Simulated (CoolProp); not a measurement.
Vapour-liquid equilibrium of propylene (1) + 1-butene (2) at 3.25 °C; x and y are mole fractions of (1).

Computed with CoolProp (multi-fluid Helmholtz-energy mixture model, Lemmon 2013 and Lemmon 2005; pair parameters Bell 2016).

```tsv
x	bubble pressure (MPa)	y at the bubble point	dew pressure at overall composition x (MPa)	liquid density (mol/L)
0.05	0.1682	0.174	0.1509	11.04
0.125	0.2034	0.362	0.1609	11.18
0.2	0.2389	0.497	0.1723	11.32
0.275	0.2747	0.598	0.1854	11.46
0.35	0.3108	0.677	0.2007	11.61
0.425	0.3473	0.741	0.2185	11.75
0.5	0.3842	0.793	0.2398	11.89
0.575	0.4214	0.837	0.2656	12.04
0.65	0.4591	0.875	0.2974	12.19
0.725	0.4974	0.908	0.3375	12.33
0.8	0.5361	0.937	0.3896	12.48
0.875	0.5755	0.962	0.4592	12.62
0.95	0.6156	0.986	0.5559	12.77
```

No azeotrope shows between x = 0.05 and 0.95.

Pair parameters are fitted to limited data, so mixtures are less certain than the pure fluids.
